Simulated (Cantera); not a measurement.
C2F6 + CH4 + H2 (fluorocarbon and chlorocarbon gases)

A closed system holds: 1 mol C2F6, 0.012 mol CH4, 1.8 mol H2, at 9.70e-5 bar.

Method: chemical equilibrium by Gibbs-energy minimisation in Cantera with the NASA 1993 tables (ideal gas, pure condensed phases). Candidate condensed phases: C, C6H6, C7H8, C8H18; 95 gas species. The feed counts by its element totals alone. Rates play no part.

```json
[
 {"T (K)": "3125", "x F": "0.506", "x H": "0.297", "x C": "0.139", "x HF": "0.0363", "x C2": "0.00866", "x C3": "0.00706", "x CF": "0.00637"},
 {"T (K)": "3150", "x F": "0.507", "x H": "0.299", "x C": "0.145", "x HF": "0.0306", "x C2": "0.00781", "x C3": "0.00531", "x CF": "0.00561"},
 {"T (K)": "3175", "x F": "0.507", "x H": "0.301", "x C": "0.150", "x HF": "0.0257", "x C2": "0.00695", "x C3": "0.00393", "x CF": "0.00491"},
 {"T (K)": "3200", "x F": "0.508", "x H": "0.303", "x C": "0.154", "x HF": "0.0217", "x C2": "0.00612", "x C3": "0.00287", "x CF": "0.00429"},
 {"T (K)": "3225", "x F": "0.509", "x H": "0.304", "x C": "0.157", "x HF": "0.0184", "x C2": "0.00535", "x C3": "0.00208", "x CF": "0.00373"},
 {"T (K)": "3250", "x F": "0.509", "x H": "0.305", "x C": "0.160", "x HF": "0.0156", "x C2": "0.00465", "x C3": "0.00149", "x CF": "0.00324"},
 {"T (K)": "3275", "x F": "0.510", "x H": "0.306", "x C": "0.162", "x HF": "0.0132", "x C2": "0.00402", "x C3": "0.00106", "x CF": "0.00281"},
 {"T (K)": "3300", "x F": "0.511", "x H": "0.307", "x C": "0.164", "x HF": "0.0112", "x C2": "0.00347", "x C3": "0.000757", "x CF": "0.00243"},
 {"T (K)": "3325", "x F": "0.511", "x H": "0.308", "x C": "0.166", "x HF": "0.00957", "x C2": "0.00299", "x C3": "0.000538", "x CF": "0.00211"},
 {"T (K)": "3350", "x F": "0.511", "x H": "0.309", "x C": "0.167", "x HF": "0.00817", "x C2": "0.00257", "x C3": "0.000383", "x CF": "0.00183"},
 {"T (K)": "3375", "x F": "0.512", "x H": "0.309", "x C": "0.168", "x HF": "0.00699", "x C2": "0.00221", "x C3": "0.000273", "x CF": "0.00159"},
 {"T (K)": "3400", "x F": "0.512", "x H": "0.310", "x C": "0.168", "x HF": "0.00599", "x C2": "0.00190", "x C3": "0.000195", "x CF": "0.00138"},
 {"T (K)": "3425", "x F": "0.513", "x H": "0.310", "x C": "0.169", "x HF": "0.00515", "x C2": "0.00163", "x C3": "0.000139", "x CF": "0.00120"},
 {"T (K)": "3450", "x F": "0.513", "x H": "0.311", "x C": "0.170", "x HF": "0.00443", "x C2": "0.00140", "x C3": "9.99e-5", "x CF": "0.00104"}
]
```
x: gas mole fraction; nothing condenses.

From 3125 K to 3450 K nothing is condensed. The main C-bearing gas is C throughout.
